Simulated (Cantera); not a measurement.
A closed system holds: 1 mol SiHCl₃, 39 mol N₂, a varied amount of H₂, at 1752 °C and 1.00 Torr.

These are equilibrium values from Cantera (NASA tables, ideal gas, pure condensed phases), not measurements of a reactor. Candidate condensed phases: NH₄Cl, Si, Si₃N₄; 28 gas species. The tables' values for SiCl, SiN are old estimates; treat these amounts as uncertain. Equilibrium is a limit: real reactors are often held back by kinetics, nucleation or transport.

At 11 mol H₂, list the 6 most abundant gas species with their mole fractions, and the condensed phases.

N₂ 0.731, H₂ 0.184, HCl 0.0404, H 0.0226, Si 0.0118, SiCl₂ 0.00555. Condensed: gas only.
